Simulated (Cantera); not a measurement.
Input: 1 mol SiHCl3, 1 mol CH4, 1.3 mol H2, held at 0.100 bar.

Cantera equilibrium calculation (NASA polynomials, part measured and part estimated; ideal gas, pure solids and liquids). Candidate condensed phases: C, C6H6, C7H8, C8H18, Si, SiC; 109 gas species. The tables' values for SiCl3 are old estimates; treat these amounts as uncertain. The numbers say what is thermodynamically allowed, not how fast it happens. All values below are at 1623 K.

Base state: HCl 0.496, H2 0.474, SiCl2 0.0206, SiCl3 0.00564, SiCl4 0.00360, SiHCl3 0.000533, H 0.000150, Cl 0.000124 (mole fractions); condensed: C(graphite) + SiC(s).

### Question
What changes in the equilibrium state with this change: H2 from 1.3 to 920 mol?

### Answer
| species | before | after |
|---|---|---|
| H2 | 0.474 | 0.997 |
| HCl | 0.496 | 0.00323 |
| H | 0.000150 | 0.000218 |
| SiCl2 | 0.0206 | 7.07e-6 |
| SiCl4 | 0.00360 | <1e-9 |
| SiCl3 | 0.00564 | 8.69e-9 |
| C(graphite), mol | 0.160 | 0 |
| SiC(s), mol | 0.840 | 0.992 |
